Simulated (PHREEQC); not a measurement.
0.067 g of hydrous ferric oxide (600 m²/g; 0.2 weak and 0.005 strong sites per Fe, Dzombak-Morel constants, diffuse double layer) in 1 kg of water with 0.05 mol/kgw of an inert sodium salt and 1.8e-06 mol/kgw NiCl2, at 25 °C; the pH is set by adding NaOH or the inert anion's acid. Oxygen is held at 0.21 atm. CO2 from the air is kept out. Nothing may precipitate in this run.

Equilibrium calculation in PHREEQC: ion-association model, wateq4f.dat.

| pH | Ni sorbed (%) | surface charge σ (C/m²) | surface potential ψ (mV) |
|---|---|---|---|
| 4 | 0.0 | 0.294 | 160 |
| 4.5 | 0.0 | 0.238 | 149 |
| 5.5 | 0.8 | 0.130 | 118 |
| 6 | 5.6 | 0.089 | 99 |
| 7 | 71.5 | 0.035 | 56 |
| 7.5 | 94.7 | 0.017 | 32 |
| 8.5 | 99.9 | -0.010 | -19 |
| 9 | 100.0 | -0.025 | -44 |
| 10 | 100.0 | -0.072 | -89 |
| 10.5 | 100.0 | -0.109 | -109 |
| 11.5 | 100.0 | -0.213 | -141 |
| 12 | 99.7 | -0.276 | -151 |

Species that the database lacks are ignored.
